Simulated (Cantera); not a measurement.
An isothermal, constant-pressure homogeneous reactor starts with C3H8 : H2 = 1 : 25 (molar parts), at 1925 K and 10.00 Torr. Integrator tolerance rtol = 1e-08.

Computed with Cantera and GRI-Mech 3.0 (53 species, 325 reactions). GRI-Mech 3.0 was tuned for natural gas; its chemistry of propane as a main component is partial and can be far from experiment. GRI-Mech 3.0 stops at C3 and has no aromatics, soot or wall deposition, so with more carbon than oxygen in the feed, carbon stays in small species such as C2H2 where larger ones or solid carbon would form. Radical loss at walls, strong at low pressure, is not modelled.

What does this change do: temperature 1925 to 1275 K?


```csv
quantity,before,after
x(C3H8) at 70.0 s,<1e-12 (gas-phase equilibrium <1e-12),1.79e-10 (gas-phase equilibrium 1.76e-10)
x(H2) at 70.0 s,0.940 (gas-phase equilibrium 0.940),0.928 (gas-phase equilibrium 0.930)
x(C2H6) at 70.0 s,5.87e-11 (gas-phase equilibrium 5.88e-11),1.42e-6 (gas-phase equilibrium 1.41e-6)
x(C2H4) at 70.0 s,6.68e-6 (gas-phase equilibrium 6.68e-6),0.00166 (gas-phase equilibrium 0.00174)
x(H) at 70.0 s,0.00809 (gas-phase equilibrium 0.00809),5.89e-6 (gas-phase equilibrium 6.20e-6)
x(C2H) at 70.0 s,6.34e-6 (gas-phase equilibrium 6.34e-6),7.71e-11 (gas-phase equilibrium 8.51e-11)
x(CH4) at 70.0 s,6.69e-5 (gas-phase equilibrium 6.69e-5),0.0371 (gas-phase equilibrium 0.0331)
```
